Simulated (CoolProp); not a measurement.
Vapour-liquid equilibrium of dimethyl carbonate (1) + n-heptane (2) at 467.6 K; x and y are mole fractions of (1).

The numbers come from the multi-fluid Helmholtz-energy mixture model, Zhou 2011 and Span 2003; pair parameters Bell 2016 in CoolProp.

```json
[
 {"x": "0.05", "bubble pressure, mixture model (MPa)": "0.9699", "bubble pressure, Raoult's law (MPa)": "0.9067", "y, mixture model": "0.105", "y, Raoult's law": "0.067"},
 {"x": "0.15", "bubble pressure, mixture model (MPa)": "[?]", "bubble pressure, Raoult's law (MPa)": "0.9396", "y, mixture model": "0.262", "y, Raoult's law": "0.195"},
 {"x": "0.25", "bubble pressure, mixture model (MPa)": "[?]", "bubble pressure, Raoult's law (MPa)": "0.9725", "y, mixture model": "0.374", "y, Raoult's law": "0.313"},
 {"x": "0.35", "bubble pressure, mixture model (MPa)": "1.279", "bubble pressure, Raoult's law (MPa)": "1.005", "y, mixture model": "0.461", "y, Raoult's law": "0.425"},
 {"x": "0.45", "bubble pressure, mixture model (MPa)": "[?]", "bubble pressure, Raoult's law (MPa)": "1.038", "y, mixture model": "0.533", "y, Raoult's law": "0.528"},
 {"x": "0.55", "bubble pressure, mixture model (MPa)": "1.362", "bubble pressure, Raoult's law (MPa)": "1.071", "y, mixture model": "0.597", "y, Raoult's law": "0.626"},
 {"x": "0.65", "bubble pressure, mixture model (MPa)": "1.376", "bubble pressure, Raoult's law (MPa)": "1.104", "y, mixture model": "[?]", "y, Raoult's law": "0.718"},
 {"x": "0.75", "bubble pressure, mixture model (MPa)": "1.371", "bubble pressure, Raoult's law (MPa)": "1.137", "y, mixture model": "0.726", "y, Raoult's law": "0.804"},
 {"x": "0.85", "bubble pressure, mixture model (MPa)": "1.341", "bubble pressure, Raoult's law (MPa)": "1.170", "y, mixture model": "[?]", "y, Raoult's law": "0.886"},
 {"x": "0.95", "bubble pressure, mixture model (MPa)": "1.274", "bubble pressure, Raoult's law (MPa)": "1.203", "y, mixture model": "[?]", "y, Raoult's law": "0.963"}
]
```

Problem. What belongs in the gaps?

Solution. 
- 0.15, bubble pressure, mixture model (MPa): 1.103
- 0.25, bubble pressure, mixture model (MPa): 1.204
- 0.45, bubble pressure, mixture model (MPa): 1.330
- 0.65, y, mixture model: 0.659
- 0.85, y, mixture model: 0.807
- 0.95, y, mixture model: 0.920

The largest gap from Raoult's law is +28.1 % in bubble pressure, at x = 0.45. y crosses x between x = 0.65 and 0.75: the model has an azeotrope there.

The pair parameters rest on a limited set of measurements; away from them the model extrapolates.
